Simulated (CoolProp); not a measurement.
n-perfluoropentane along the isotherm 390.5 K: fugacity coefficient from the reference equation and from simpler models built on Tc = 421.0 K, pc = 2.063 MPa, ω = 0.436; each cubic takes its own stable root.

The numbers come from the reference Helmholtz-energy equation of state, Gao 2022 in CoolProp.

| p (MPa) | phase | reference |
|---|---|---|
| 0.667 | gas | 0.8573 |
| 1.33 | liquid | 0.6493 |
| 2 | liquid | 0.4535 |
| 2.67 | liquid | 0.3564 |
| 3.33 | liquid | 0.2994 |
| 4 | liquid | 0.2612 |
| 4.67 | liquid | 0.2343 |
| 5.33 | liquid | 0.2148 |
| 6 | liquid | 0.1996 |
| 6.67 | liquid | 0.1878 |
| 7.33 | liquid | 0.1786 |
| 8 | liquid | 0.1711 |
| 8.67 | liquid | 0.1650 |
| 9.33 | liquid | 0.1600 |
| 10 | liquid | 0.1560 |

**Question.** How far does each simpler model (van der Waals, Redlich-Kwong) lie from the reference over these 15 states: mean and median of the absolute difference, and the worst?

**Answer.** 
- van der Waals: mean 44.2 %, median 46.6 %, worst +67.4 % at 390.5 K and 10 MPa
- Redlich-Kwong: mean 17.3 %, median 18.7 %, worst +22.1 % at 390.5 K and 10 MPa

At some of these states van der Waals, Redlich-Kwong gives the other phase, because its saturation line lies elsewhere.
